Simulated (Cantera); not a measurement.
A closed system holds: 1 mol AlI₃, 7.9 mol H₂O, 110 mol N₂, at 4.10 mbar.

Equilibrium computed with Cantera from the NASA thermochemical tables; the gas is ideal and each condensed phase is pure. Candidate condensed phases: Al, AlI₃, AlN, Al₂O₃, H₂O, I₂; 41 gas species. The numbers say what is thermodynamically allowed, not how fast it happens.

At 952 °C, list the 6 most abundant gas species with their mole fractions, and the condensed phases.

N₂ 0.911, H₂O 0.0530, I 0.0225, H₂ 0.0113, HI 0.00232, I₂ 2.23e-5. Condensed: Al₂O₃(s).
